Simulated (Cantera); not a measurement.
A perfectly stirred reactor is fed with NO : N2 = 1 : 17 (molar parts), at 13300 Pa; it is held at 2100 K, and followed from long to short residence time.

Cantera simulation using GRI-Mech 3.0 (53 species, 325 reactions); the numbers are that mechanism's predictions, not measurements.

Question: Predict: x(NO) at τ = 5.10 s; x(O2) at τ = 5.10 s; x(NO2) at τ = 5.10 s; x(O) at τ = 5.10 s; x(N2O) at τ = 5.10 s; x(NO) at τ = 28.0 ms; x(O2) at τ = 28.0 ms; x(NO2) at τ = 28.0 ms; x(O) at τ = 28.0 ms; x(N2O) at τ = 28.0 ms.

Answer: 
- x(NO) at τ = 5.10 s = 0.0224
- x(O2) at τ = 5.10 s = 0.0163
- x(NO2) at τ = 5.10 s = 3.36e-6
- x(O) at τ = 5.10 s = 0.000495
- x(N2O) at τ = 5.10 s = 2.87e-7
- x(NO) at τ = 28.0 ms = 0.0555
- x(O2) at τ = 28.0 ms = 2.52e-5
- x(NO2) at τ = 28.0 ms = 7.45e-7
- x(O) at τ = 28.0 ms = 4.56e-5
- x(N2O) at τ = 28.0 ms = 1.45e-6
